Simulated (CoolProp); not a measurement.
Vapour-liquid equilibrium of hydrogen sulfide (1) + n-hexane (2) at 324.5 K; x and y are mole fractions of (1).

Values from CoolProp's multi-fluid Helmholtz-energy mixture model, Lemmon 2006 and Thol 2019; pair parameters Kunz 2012.

| x | bubble pressure, mixture model (MPa) | bubble pressure, Raoult's law (MPa) | y, mixture model | y, Raoult's law |
|---|---|---|---|---|
| 0.05 | 0.2511 | 0.2366 | 0.771 | 0.772 |
| 0.2 | 0.8811 | 0.7761 | 0.934 | 0.942 |
| 0.35 | 1.424 | 1.316 | 0.959 | 0.972 |
| 0.5 | 1.879 | 1.855 | 0.970 | 0.985 |
| 0.65 | 2.325 | 2.395 | 0.978 | 0.992 |
| 0.8 | 2.826 | 2.934 | 0.986 | 0.996 |
| 0.95 | 3.419 | 3.474 | 0.996 | 0.999 |

The largest gap from Raoult's law is +13.5 % in bubble pressure, at x = 0.2. No azeotrope shows between x = 0.05 and 0.95.

Pair parameters are fitted to limited data, so mixtures are less certain than the pure fluids. The gap from Raoult's law changes sign with composition, which may be real or a fault of the pair parameters; it wasn't checked against measurements.
